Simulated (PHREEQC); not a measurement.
Copper plating or etch bath: speciation

Make-up at 25 °C: 1.4 mmol/kgw CuSO4 and 0.056 mmol/kgw HCl. Closed to the air; pH follows from the charge balance.

All values are PHREEQC results (ion-association model, phreeqc.dat), not measurements.

| Item | Value |
|---|---|
| pH | 4.32 |
| ionic strength | 0.00496 mol/kgw |
| specific conductance | 320 µS/cm |
| total alkalinity | -0.0560 meq/kg |

```json
[
 {"species": "Cu+2", "molality": "0.00123", "activity": "0.000919", "log γ": "-0.126"},
 {"species": "SO4-2", "molality": "0.00122", "activity": "0.000910", "log γ": "-0.129"},
 {"species": "CuSO4", "molality": "0.000171", "activity": "0.000171", "log γ": "0.000"},
 {"species": "Cl-", "molality": "5.59e-5", "activity": "5.18e-5", "log γ": "-0.033"},
 {"species": "H+", "molality": "5.17e-5", "activity": "4.82e-5", "log γ": "-0.030"},
 {"species": "HSO4-", "molality": "4.60e-6", "activity": "4.27e-6", "log γ": "-0.033"},
 {"species": "CuOH+", "molality": "2.06e-7", "activity": "1.90e-7", "log γ": "-0.033"},
 {"species": "CuCl+", "molality": "1.38e-7", "activity": "1.28e-7", "log γ": "-0.033"},
 {"species": "Cu2(OH)2+2", "molality": "2.15e-8", "activity": "1.59e-8", "log γ": "-0.131"}
]
```

Precipitation was switched off in this run.
